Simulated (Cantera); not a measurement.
Feed: 1 mol CH3F, 0.33 mol HCl, at 2750 °C and 750 Torr.

Equilibrium computed with Cantera from the NASA thermochemical tables; the gas is ideal and each condensed phase is pure. Candidate condensed phases: C, C6H6, C7H8, C8H18; 118 gas species. Equilibrium is a limit: real reactors are often held back by kinetics, nucleation or transport.

Base state: HF 0.402, H2 0.340, HCl 0.111, H 0.0989, C2H2 (acetylene) 0.0226, Cl 0.0219, C2H 0.00117, F 0.000753 (mole fractions); condensed: C(graphite).

What changes in the equilibrium state with this change: CH3F replaced by CCl4?


```csv
species,before,after
Cl,0.0219,0.914
HCl,0.111,0.0748
Cl2,4.83e-6,0.00843
HF,0.402,0
H2,0.340,8.90e-5
C2H2 (acetylene),0.0226,5.92e-6
H,0.0989,0.00160
F,0.000753,0
CF,9.13e-5,0
CH3,4.04e-5,<1e-9
C2HF,1.92e-5,0
"C(graphite), mol",0.870,0.989
```
The tables' values for CCl are old estimates; treat these amounts as uncertain.

What changes in the equilibrium state with this change: temperature from 2750 °C to 2975 °C?


```
species            before     after
----------------  -------  --------
HF                  0.402     0.379
H2                  0.340     0.279
H                  0.0989     0.169
Cl                 0.0219    0.0363
C2H2 (acetylene)   0.0226    0.0337
HCl                 0.111    0.0893
C5                7.82e-6  0.000130
C4                1.44e-6   2.32e-5
C2                4.07e-5  0.000380
C(graphite), mol    0.870     0.741
```
